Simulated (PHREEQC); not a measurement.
## Buffer: an equilibrium model

Make-up at 78 °C: 0.26 mol/kgw NaH2PO4 and 0.011 mol/kgw KOH. Closed to the air; pH follows from the charge balance.

Model: ion-association model, phreeqc.dat, run in PHREEQC.

Each row changes one thing in this solution. No solid was allowed to form.

| case | pH | ionic strength (mol/kgw) | H2PO4- (mol/kgw) | HPO4-2 (mol/kgw) | NaHPO4- (mol/kgw) | H3PO4 (mol/kgw) |
|---|---|---|---|---|---|---|
| as made | 5.22 | 0.280 | 0.248 | 0.0100 | 0.00118 | 0.000248 |
| KOH from 0.011 to 0.055 mol/kgw | 5.96 | 0.358 | 0.205 | 0.0488 | 0.00518 | 3.58e-5 |
| diluted 10-fold with water | 5.51 | 0.0282 | 0.0249 | 0.00109 | 2.77e-5 | 1.61e-5 |
| temperature from 78 to 45 °C | 5.31 | 0.280 | 0.249 | 0.00984 | 0.00127 | 0.000152 |
| NaH2PO4 from 0.26 to 0.13 mol/kgw | 5.63 | ? | 0.119 | 0.0102 | 0.000753 | 5.05e-5 |
| temperature from 78 to 60 °C | 5.27 | 0.280 | 0.249 | 0.00992 | 0.00123 | 0.000192 |
| NaH2PO4 from 0.26 to 0.286 mol/kgw | 5.17 | 0.306 | ? | 0.0100 | ? | 0.000306 |
| KOH from 0.011 to 0.0011 mol/kgw | 4.54 | 0.263 | 0.256 | 0.00212 | 0.000255 | 0.00124 |

**Question.** Some entries are withheld; supply them.

**Answer.** 
- NaH2PO4 from 0.26 to 0.13 mol/kgw, ionic strength (mol/kgw): 0.150
- NaH2PO4 from 0.26 to 0.286 mol/kgw, H2PO4- (mol/kgw): 0.274
- NaH2PO4 from 0.26 to 0.286 mol/kgw, NaHPO4- (mol/kgw): 0.00125

At this temperature some constants are extrapolated from 25 °C, and those without enthalpy data are left unchanged.
